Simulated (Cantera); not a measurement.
Feed: 1 mol C2H5OH, 1.8 mol CO2, 23 mol H2, at 1.00 bar.

These are equilibrium values from Cantera (NASA tables, ideal gas, pure condensed phases), not measurements of a reactor. Candidate condensed phases: C, C6H6, C7H8, C8H18, H2O; 131 gas species. Ions and electrons are included (thermal ionisation). Rates play no part. All values below are at 3750 K.

Base state: H 0.569, H2 0.322, CO 0.0899, H2O 0.00653, O 0.00609, OH 0.00604, CO2 0.000211, O2 4.70e-5 (mole fractions); condensed: gas only.

### Question
What changes in the equilibrium state with this change: C2H5OH replaced by C6H6?

### Answer
```json
[
 {"species": "H", "before": "0.569", "after": "0.558"},
 {"species": "H2", "before": "0.322", "after": "0.310"},
 {"species": "CO", "before": "0.0899", "after": "0.0847"},
 {"species": "C2H2 (acetylene)", "before": "<1e-9", "after": "0.0158"},
 {"species": "C2H", "before": "<1e-9", "after": "0.0113"},
 {"species": "C3", "before": "<1e-9", "after": "0.00974"},
 {"species": "C2", "before": "<1e-9", "after": "0.00300"},
 {"species": "C4H2", "before": "<1e-9", "after": "0.000333"},
 {"species": "C2H2 (vinylidene)", "before": "<1e-9", "after": "0.000194"},
 {"species": "C5", "before": "<1e-9", "after": "0.000158"}
]
```

### Question
What changes in the equilibrium state with this change: CO2 from 1.8 to 0.8 mol?

### Answer
```tsv
species	before	after
H	0.569	0.588
H2	0.322	0.344
CO	0.0899	0.0640
C2H2 (acetylene)	<1e-9	0.000850
C2H	<1e-9	0.000579
```

### Question
What changes in the equilibrium state with this change: C2H5OH replaced by n-butane?

### Answer
| species | before | after |
|---|---|---|
| H | 0.569 | 0.571 |
| H2 | 0.322 | 0.324 |
| CO | 0.0899 | 0.0800 |
| C2H2 (acetylene) | <1e-9 | 0.00859 |
| H2O | 0.00653 | 3.14e-7 |
| C2H | <1e-9 | 0.00603 |
| C3 | <1e-9 | 0.00366 |
